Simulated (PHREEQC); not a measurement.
**Buffer (model solution)**

Consider water at 20 °C with 0.038 mol H3PO4, 0.17 mol K2HPO4 and 0.062 mol KCl per kg of water. Closed to the air; pH follows from the charge balance.

Model: ion-association model, wateq4f.dat, run in PHREEQC.

Each row changes one thing in this solution. This is a speciation only: nothing precipitates in the calculation.

```json
[
 {"case": "as made", "pH": "6.89", "ionic strength (mol/kgw)": "0.499", "HPO4-2 (mol/kgw)": "0.115", "H2PO4- (mol/kgw)": "0.0760", "KHPO4- (mol/kgw)": "0.0174"},
 {"case": "diluted 2-fold with water", "pH": "6.99", "ionic strength (mol/kgw)": "0.255", "HPO4-2 (mol/kgw)": "0.0600", "H2PO4- (mol/kgw)": "0.0380", "KHPO4- (mol/kgw)": "0.00598"},
 {"case": "H3PO4 replaced by KH2PO4 at the same molality", "pH": "7.29", "ionic strength (mol/kgw)": "0.564", "HPO4-2 (mol/kgw)": "0.147", "H2PO4- (mol/kgw)": "0.0380", "KHPO4- (mol/kgw)": "0.0231"},
 {"case": "0.33 mol/kgw KHF2 added", "pH": "3.61", "ionic strength (mol/kgw)": "0.733", "HPO4-2 (mol/kgw)": "0.000176", "H2PO4- (mol/kgw)": "0.204", "KHPO4- (mol/kgw)": "[?]"},
 {"case": "diluted 5-fold with water", "pH": "7.11", "ionic strength (mol/kgw)": "0.104", "HPO4-2 (mol/kgw)": "0.0250", "H2PO4- (mol/kgw)": "[?]", "KHPO4- (mol/kgw)": "[?]"},
 {"case": "0.13 mol/kgw Na2S added", "pH": "11.02", "ionic strength (mol/kgw)": "[?]", "HPO4-2 (mol/kgw)": "0.131", "H2PO4- (mol/kgw)": "5.51e-6", "KHPO4- (mol/kgw)": "0.0159"},
 {"case": "K2HPO4 left out", "pH": "1.88", "ionic strength (mol/kgw)": "[?]", "HPO4-2 (mol/kgw)": "1.41e-7", "H2PO4- (mol/kgw)": "0.0156", "KHPO4- (mol/kgw)": "6.83e-9"}
]
```

Some entries are withheld; supply them.


- 0.33 mol/kgw KHF2 added, KHPO4- (mol/kgw): 4.39e-5
- diluted 5-fold with water, H2PO4- (mol/kgw): 0.0152
- diluted 5-fold with water, KHPO4- (mol/kgw): 0.00140
- 0.13 mol/kgw Na2S added, ionic strength (mol/kgw): 0.916
- K2HPO4 left out, ionic strength (mol/kgw): 0.0776

The ionic strength passes 0.7 mol/kgw, the rough limit of the ion-association models, in 0.33 mol/kgw KHF2 added; 0.13 mol/kgw Na2S added. Species that the database lacks are ignored. H3PO4, which wateq4f.dat lacks, is added to it with the constant of phreeqc.dat. The polysulfide entries of wateq4f.dat were taken out for this run.
